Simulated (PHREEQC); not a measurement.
Make-up at 32 °C: 0.014 mol CdCl2, 0.0002 mol H3BO3 and 0.0075 mol HCl per kg of water. Closed to the air; pH follows from the charge balance.

Equilibrium calculation in PHREEQC: ion-association model, phreeqc.dat.

```json
[
 {"quantity": "pH", "before": "2.19", "after": "3.15"},
 {"quantity": "ionic strength (mol/kgw)", "before": "0.0324", "after": "0.00440"},
 {"quantity": "Cl- (mol/kgw)", "before": "0.0267", "after": "0.00327"},
 {"quantity": "CdCl+ (mol/kgw)", "before": "0.00760", "after": "0.000270"},
 {"quantity": "Cd+2 (mol/kgw)", "before": "0.00578", "after": "0.00113"},
 {"quantity": "CdCl2 (mol/kgw)", "before": "0.000608", "after": "3.26e-6"}
]
```

Q: What was changed between the two runs?
A. temperature from 32 to 15 °C
B. HCl left out
C. HCl from 0.0075 to 0.00375 mol/kgw
D. diluted 10-fold with water
E. HCl from 0.0075 to 0.015 mol/kgw

A: D, diluted 10-fold with water

Precipitation was switched off in this run.
